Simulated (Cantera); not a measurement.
Charge: 1 mol TiCl4, 21 mol H2O, at 0.000110 bar.

Cantera equilibrium calculation (NASA polynomials, part measured and part estimated; ideal gas, pure solids and liquids). Candidate condensed phases: H2O, Ti, TiCl2, TiCl3, TiCl4, TiO, TiO2, Ti2O3, Ti3O5, Ti4O7; 23 gas species. Equilibrium is a limit: real reactors are often held back by kinetics, nucleation or transport. All values below are at 1550 K.

Base state: H2O 0.817, HCl 0.168, H2 0.00657, Cl 0.00497, O2 0.00184, OH 0.00102, H 0.000243, O 3.20e-5 (mole fractions); condensed: TiO2(rutile).

What changes in the equilibrium state with this change: pressure from 0.000110 bar to 0.133 bar?


| species | before | after |
|---|---|---|
| H2O | 0.817 | 0.825 |
| HCl | 0.168 | 0.173 |
| H2 | 0.00657 | 0.000628 |
| O | 3.20e-5 | 2.79e-7 |
| H | 0.000243 | 2.16e-6 |
| O2 | 0.00184 | 0.000169 |
| TiO2(rutile), mol | 1.000 | 1.00 |
Gases not in the tables: TiO(OH)2.
